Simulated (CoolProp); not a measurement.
R245ca along the isotherm 176.85 °C: density (kg/m³) from the reference equation and from simpler models built on Tc = 174.4 °C, pc = 39.41 bar, ω = 0.355; each cubic takes its own stable root.

Model: reference Helmholtz-energy equation of state, Zhou 2016, in CoolProp.

| p (bar) | phase | reference |
|---|---|---|
| 0.187 | gas | 0.6711 |
| 0.354 | gas | 1.272 |
| 0.672 | gas | 2.422 |
| 1.27 | gas | 4.602 |
| 2.41 | gas | 8.823 |
| 4.58 | gas | 17.11 |
| 8.68 | gas | 33.79 |
| 16.4 | gas | 69.80 |
| 31.2 | gas | 173.8 |
| 59.1 | supercritical | 863.5 |

Problem. How far does each simpler model (ideal gas, van der Waals, Redlich-Kwong, Soave-Redlich-Kwong, Peng-Robinson) lie from the reference over these 10 states: mean and median of the absolute difference, and the worst?

Solution. 
- ideal gas: mean 14.3 %, median 3.1 %, worst -75.5 % at 176.85 °C and 59.1 bar
- van der Waals: mean 4.1 %, median 0.5 %, worst -30.1 % at 176.85 °C and 59.1 bar
- Redlich-Kwong: mean 1.9 %, median 0.1 %, worst -16.1 % at 176.85 °C and 59.1 bar
- Soave-Redlich-Kwong: mean 2.0 %, median 0.1 %, worst -16.6 % at 176.85 °C and 59.1 bar
- Peng-Robinson: mean 1.2 %, median 0.3 %, worst -7.7 % at 176.85 °C and 59.1 bar
